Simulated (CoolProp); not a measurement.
Properties of sulfur dioxide at several states (Tc = 430.6 K, pc = 7887 kPa, ω = 0.256).

Values from CoolProp's reference Helmholtz-energy equation of state, Gao 2016.

| T (K) | p (kPa) | phase | speed of sound (m/s) | isothermal compressibility (1/MPa) |
|---|---|---|---|---|
| 460.4 | 509 | gas | 267.6 | 2.001 |
| 332.8 | 120 | gas | [?] | 8.447 |
| 315.3 | 1490 | liquid | 806.7 | [?] |
| 501 | 75.8 | gas | [?] | 13.22 |

Problem. Complete the blanks.

Solution. 
- 332.8, speed of sound (m/s): 230.8
- 315.3, isothermal compressibility (1/MPa): 0.002049
- 501, speed of sound (m/s): 281.0
